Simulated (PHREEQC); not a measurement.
Metal-bearing waste water (model solution)

A solution holds 0.0022 mol/kgw ZnSO4, 0.0018 mol/kgw ZnCl2, 0.12 mol/kgw NaF and 0.00013 mol/kgw NaCl, at 5 °C. Closed to the air; pH follows from the charge balance.

Computed with PHREEQC (ion-association model, wateq4f.dat).

Precipitation was switched off in this run.

Task: Estimate the pH.

Result: pH 7.12.

Task: In which forms is Zn present?

Result: Zn+2 66 %, ZnF+ 30 %, ZnSO4 3.1 % of the Zn.

Complexes and solids missing from the database can't appear. Constants without temperature data keep their 25 °C values here.
